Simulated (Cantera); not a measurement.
Input: 1 mol Si3N4, a varied amount of H2O, 18 mol H2, equilibrated at 1777 °C and 1.60 mbar.

Equilibrium computed with Cantera from the NASA thermochemical tables; the gas is ideal and each condensed phase is pure. Candidate condensed phases: H2O, Si, SiO2, Si2N2O, Si3N4; 35 gas species. Gases not in the tables: Si2H6 and higher silanes. The numbers say what is thermodynamically allowed, not how fast it happens.

Q: What share of the Si ends up in condensed phases as a function of n(H2O) (mol), at 0.0018, 0.0049, 0.013, 0.036, 0.096, 0.26, 0.69, 1.9?

A: 
```csv
n(H2O) (mol),Si condensed (%),as
0.0018,62.9,Si(l)
0.0049,62.8,Si(l)
0.013,62.5,Si(l)
0.036,61.6,Si(l)
0.096,59.4,Si(l)
0.26,53.3,Si(l)
0.69,37.4,Si(l)
1.9,0.0,-
```
